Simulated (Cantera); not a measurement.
Cantera run:

```python
import numpy as np
import cantera as ct

gas_names = [...]  # 109 gases of nasa_gas.yaml made of C, Cl, H, Si
cond_names = """
    C(gr) C6H6(L) C7H8(L) C8H18(L),n-octa Si(cr) Si(L) SiC(b)
""".split()


# ... load() reads the species with a 1 bar reference pressure and builds the phases ...
atoms = {
    'SiCl4': {'Si': 1, 'CL': 4},
    'CH4': {'C': 1, 'H': 4},
    'H2': {'H': 2},
}
top_T = {'C(gr)': 4500, 'SiC(b)': 3050}  # K; cautious upper limits of use, not melting points


# ... equilibrate(T, P, feed) seeds the gas with the atoms and calls Mixture.equilibrate('TP', solver="gibbs", rtol=1e-10, max_steps=50000) ...
results = []
feed = {'SiCl4': 1, 'CH4': 1.3, 'H2': 2.6}  # mol
P = 10000  # Pa
for T in [950, 1100, 1250, 1400, 1550, 1700, 1850, 2000, 2150, 2300, 2450]:
    mix = equilibrate(T, P, feed)
    results.append((T, P, feed, dict(zip(mix.species_names, mix.species_moles))))

top = {s: max(r[3][s] / sum(r[3][g] for g in gas_names) for r in results) for s in gas_names}
cols = sorted((s for s in top if top[s] > 0.0001), key=lambda s: -top[s])[:7]
seen = [c for c in cond_names if any(r[3].get(c, 0) > 1e-12 for r in results)]
print("log10 of partial pressures in bar; condensed amounts in mol")
print(f"{'T/K':>10s}" + "".join(f"{s[:9]:>10s}" for s in cols + seen))
for T, P, feed, n in results:
    ng = sum(n[g] for g in gas_names)
    print(f"{T:10.4g}" + "".join(f"{np.log10(max(n[s] / ng * P / 1e5, 1e-99)):10.3f}" for s in cols)
          + "".join(f"{n.get(c, 0):10.4g}" for c in seen))
```

It prints:

```
log10 of partial pressures in bar; condensed amounts in mol
       T/K        H2       HCL     SiCL4     SiCL2         H        CL       CH4     C(gr)    SiC(b)
       950    -1.123    -1.992    -1.886    -6.286    -9.816   -10.706    -3.021     1.087    0.1532
      1100    -1.168    -1.658    -2.027    -4.902    -8.171    -8.710    -3.781     0.939    0.3502
      1250    -1.231    -1.455    -2.266    -3.924    -6.931    -7.223    -4.421    0.7162    0.5812
      1400    -1.287    -1.349    -2.649    -3.260    -5.956    -6.103    -4.938    0.5459    0.7533
      1550    -1.314    -1.313    -3.188    -2.844    -5.159    -5.255    -5.319    0.4948    0.8048
      1700    -1.317    -1.315    -3.794    -2.587    -4.490    -4.597    -5.594    0.5316    0.7677
      1850    -1.311    -1.332    -4.377    -2.413    -3.924    -4.064    -5.805    0.6036    0.6944
      2000    -1.303    -1.355    -4.913    -2.289    -3.440    -3.620    -5.978    0.6846    0.6098
      2150    -1.297    -1.383    -5.403    -2.199    -3.024    -3.245    -6.127    0.7625    0.5229
      2300    -1.297    -1.418    -5.858    -2.138    -2.663    -2.926    -6.264    0.8352    0.4289
      2450    -1.309    -1.464    -6.295    -2.105    -2.352    -2.655    -6.406    0.9235    0.2806
```

These are equilibrium values from Cantera (NASA tables, ideal gas, pure condensed phases), not measurements of a reactor. The tables' values for SiCl3, SiCl are old estimates; treat these amounts as uncertain. Gases not in the tables: Si2H6 and higher silanes.
